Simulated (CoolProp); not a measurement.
Toluene along the isotherm 346.85 °C: density (kg/m³) from the reference equation and from simpler models built on Tc = 318.6 °C, pc = 4.126 MPa, ω = 0.266; each cubic takes its own stable root.

Model: reference Helmholtz-energy equation of state, Lemmon 2006, in CoolProp. It is a short technical equation, of lower accuracy than the large ones.

```json
[
 {"p (MPa)": "0.229", "phase": "gas", "reference": "4.167"},
 {"p (MPa)": "0.458", "phase": "gas", "reference": "8.489"},
 {"p (MPa)": "0.688", "phase": "gas", "reference": "13.00"},
 {"p (MPa)": "0.917", "phase": "gas", "reference": "17.68"},
 {"p (MPa)": "1.15", "phase": "gas", "reference": "22.64"},
 {"p (MPa)": "1.38", "phase": "gas", "reference": "27.78"},
 {"p (MPa)": "1.6", "phase": "gas", "reference": "32.92"},
 {"p (MPa)": "1.83", "phase": "gas", "reference": "38.57"},
 {"p (MPa)": "2.06", "phase": "gas", "reference": "44.54"}
]
```

Question: How far does each simpler model (ideal gas, van der Waals, Redlich-Kwong, Soave-Redlich-Kwong) lie from the reference over these 9 states: mean and median of the absolute difference, and the worst?

Answer: 
- ideal gas: mean 9.3 %, median 9.2 %, worst -17.3 % at 346.85 °C and 2.06 MPa
- van der Waals: mean 1.5 %, median 1.5 %, worst -2.7 % at 346.85 °C and 2.06 MPa
- Redlich-Kwong: mean 0.6 %, median 0.5 %, worst -1.0 % at 346.85 °C and 2.06 MPa
- Soave-Redlich-Kwong: mean 0.8 %, median 0.8 %, worst -1.6 % at 346.85 °C and 2.06 MPa
